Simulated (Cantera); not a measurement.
What does this Cantera script print?

```python
import numpy as np
import cantera as ct

gas = ct.Solution("gri30.yaml")
gas.TPX = 1798, 19000, {'C2H6': 1, 'H2': 10}
inlet = ct.Reservoir(gas, clone=True)

reactor = ct.IdealGasConstPressureReactor(gas, energy="off", clone=False)
exhaust = ct.Reservoir(gas, clone=True)
tau = [0.38, 0.19, 0.09, 0.044, 0.021, 0.01, 0.005, 0.0024, 0.0012, 0.00057, 0.00028][0]
for a, b in ((inlet, reactor), (reactor, exhaust)):
    ct.MassFlowController(a, b, mdot=lambda t: reactor.mass / tau)
net = ct.ReactorNet([reactor])
show = ['C2H6', 'H2', 'H', 'CH2', 'C2H2', 'CH3', 'C2H4']

rows = []
print(f"{'tau/s':>10s}{'T/K':>9s}" + "".join(f"{s:>11s}" for s in show))
for tau in [0.38, 0.19, 0.09, 0.044, 0.021, 0.01, 0.005, 0.0024, 0.0012, 0.00057, 0.00028]:
    net.initial_time = 0.0
    net.advance(30 * tau)
    before = gas.X
    net.advance(40 * tau)
    drift = np.max(np.abs(gas.X - before) / (gas.X + 1e-9))
    rows.append([gas.T, *gas[show].X, drift])
    print(f"{tau:10.3e}{gas.T:9.1f}" + "".join(f"{x:11.3e}" for x in gas[show].X))
```

Result:

```
     tau/s      T/K       C2H6         H2          H        CH2       C2H2        CH3       C2H4
 3.800e-01   1798.0  7.885e-06  9.118e-01  8.436e-04  3.192e-07  6.890e-02  3.315e-04  3.365e-04
 1.900e-01   1798.0  1.510e-05  9.086e-01  8.784e-04  4.415e-07  6.655e-02  4.500e-04  3.741e-04
 9.000e-02   1798.0  3.001e-05  9.046e-01  9.352e-04  6.292e-07  6.356e-02  6.202e-04  4.547e-04
 4.400e-02   1798.0  5.701e-05  9.004e-01  1.016e-03  8.891e-07  6.036e-02  8.356e-04  5.983e-04
 2.100e-02   1798.0  1.087e-04  8.959e-01  1.133e-03  1.280e-06  5.682e-02  1.127e-03  8.587e-04
 1.000e-02   1798.0  2.044e-04  8.912e-01  1.291e-03  1.851e-06  5.304e-02  1.512e-03  1.301e-03
 5.000e-03   1798.0  3.645e-04  8.868e-01  1.476e-03  2.603e-06  4.920e-02  1.977e-03  1.966e-03
 2.400e-03   1798.0  6.670e-04  8.822e-01  1.711e-03  3.694e-06  4.468e-02  2.610e-03  3.065e-03
 1.200e-03   1798.0  1.175e-03  8.778e-01  1.965e-03  5.057e-06  3.982e-02  3.367e-03  4.624e-03
 5.700e-04   1798.0  2.157e-03  8.734e-01  2.265e-03  6.931e-06  3.384e-02  4.383e-03  7.025e-03
 2.800e-04   1798.0  3.856e-03  8.698e-01  2.560e-03  9.141e-06  2.735e-02  5.582e-03  1.007e-02
```

Detailed kinetics in Cantera: GRI-Mech 3.0 (53 species, 325 reactions). GRI-Mech 3.0 stops at C3 and has no aromatics, soot or wall deposition, so with more carbon than oxygen in the feed, carbon stays in small species such as C2H2 where larger ones or solid carbon would form.
